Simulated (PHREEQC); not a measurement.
## Nickel, zinc or cadmium bath: speciation

Dissolve 0.026 mol/kgw NiCl2 and 0.00058 mol/kgw Na2SO4 at 20 °C. Closed to the air; pH follows from the charge balance.

Computed with PHREEQC (ion-association model, wateq4f.dat).

| Item | Result |
|---|---|
| pH | 6.00 |
| ionic strength | 0.0759 mol/kgw |

```tsv
species	molality	activity	log γ
Cl-	0.0505	0.0397	-0.105
Ni+2	0.0244	0.00991	-0.391
NiCl+	0.00124	0.000988	-0.098
Na+	0.00116	0.000928	-0.097
SO4-2	0.000332	0.000136	-0.387
NiSO4	0.000247	0.000252	0.008
NiCl2	0.000140	0.000142	0.008
NiOH+	1.20e-6	9.56e-7	-0.098
H+	1.19e-6	9.99e-7	-0.077
NaSO4-	7.60e-7	6.13e-7	-0.094
HSO4-	1.49e-8	1.19e-8	-0.099
OH-	8.66e-9	6.78e-9	-0.106
Ni(SO4)2-2	4.73e-9	1.92e-9	-0.391
```

Precipitation was switched off in this run. Species that the database lacks are ignored.
